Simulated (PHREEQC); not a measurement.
Metal-bearing waste water (model solution)

Make-up at 25 °C: 0.056 mol Al2(SO4)3, 9.9e-05 mol MgSO4, 0.016 mol HCl and 0.19 mol NaCl per kg of water. Closed to the air; pH follows from the charge balance.

All values are PHREEQC results (ion-association model, wateq4f.dat), not measurements.

Each row changes one thing in this solution. This is a speciation only: nothing precipitates in the calculation.

| case | pH | ionic strength (mol/kgw) | Na+ (mol/kgw) | SO4-2 (mol/kgw) | NaSO4- (mol/kgw) | HSO4- (mol/kgw) | SI of Mirabilite (Na2SO4:10H2O) | SI of Halite (NaCl) |
|---|---|---|---|---|---|---|---|---|
| as made | 2.20 | 0.416 | 0.182 | 0.0392 | 0.00802 | 0.00778 | -2.76 | -3.34 |
| MgSO4 from 9.9e-05 to 0.000495 mol/kgw | 2.20 | 0.417 | 0.182 | 0.0393 | 0.00804 | 0.00779 | -2.76 | -3.34 |
| NaCl from 0.19 to 0.285 mol/kgw | 2.19 | 0.523 | 0.274 | 0.0401 | 0.0114 | 0.00756 | -2.46 | -3.01 |
| Al2(SO4)3 from 0.056 to 0.084 mol/kgw | 2.26 | 0.488 | 0.180 | 0.0521 | 0.00997 | 0.00868 | -2.69 | -3.35 |
| Al2(SO4)3 replaced by NaHSO4 at the same molality | 1.46 | 0.307 | 0.239 | 0.0223 | 0.00669 | 0.0271 | -2.71 | -3.20 |
| 0.037 mol/kgw KCl added | 2.20 | 0.458 | 0.182 | 0.0394 | 0.00781 | 0.00767 | -2.79 | -3.27 |

Species that the database lacks are ignored.
